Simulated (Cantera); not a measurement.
**Chlorosilane synthesis and conversion: Si + Cl2 + H2**

Input: 1 mol Si, 0.58 mol Cl2, 0.33 mol H2, equilibrated at 1048 K.

Method: chemical equilibrium by Gibbs-energy minimisation in Cantera with the NASA 1993 tables (ideal gas, pure condensed phases). Candidate condensed phases: Si; 19 gas species. The tables' values for SiCl3 are old estimates; treat these amounts as uncertain. Kinetics and transport are ignored.

```tsv
P (Pa)	x H2	x SiCl4	x SiHCl3	x HCl	x SiH2Cl2	n Si(s)
10000	0.486	0.405	0.0642	0.0313	0.00116	0.702
31000	0.484	0.398	0.0839	0.0235	0.00201	0.698
98000	0.478	0.386	0.109	0.0174	0.00348	0.694
310000	0.468	0.370	0.139	0.0128	0.00593	0.689
960000	0.455	0.349	0.174	0.00934	0.00985	0.682
3000000	0.437	0.324	0.214	0.00675	0.0161	0.674
```
x: gas mole fraction; n: condensed amount in mol.

From 0.100 bar to 30.0 bar the condensed part is Si(s). The main Si-bearing gas is SiCl4 throughout. The share of Si in condensed phases is highest at 0.100 bar (70.2 %) and lowest at 30.0 bar (67.4 %).
